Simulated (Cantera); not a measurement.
A freely propagating, adiabatic, planar premixed flame of 7.37 % C₂H₄, 22.5 % O₂, 67.6 % N₂, 2.43 % H₂O, equivalence ratio 0.98, unburnt at 700 K and 4.93 atm; multicomponent+Soret transport, grid criteria slope 0.08 and curve 0.16, no radiation.

Model: GRI-Mech 3.0 (53 species, 325 reactions), integrated in Cantera. GRI-Mech 3.0 was tuned for natural gas; its chemistry of ethylene as a main component is partial and can be far from experiment. Burning velocities carry a grid error of a few per cent, more on coarse grids.

### Question
Predict: laminar burning velocity; thermal thickness; peak x(CH₂); peak x(C₂H₂).

### Answer
```
Item                         Result
------------------------  ---------
laminar burning velocity   327 cm/s
thermal thickness         0.0454 mm
peak x(CH₂)                0.000131
peak x(C₂H₂)                0.00288
```
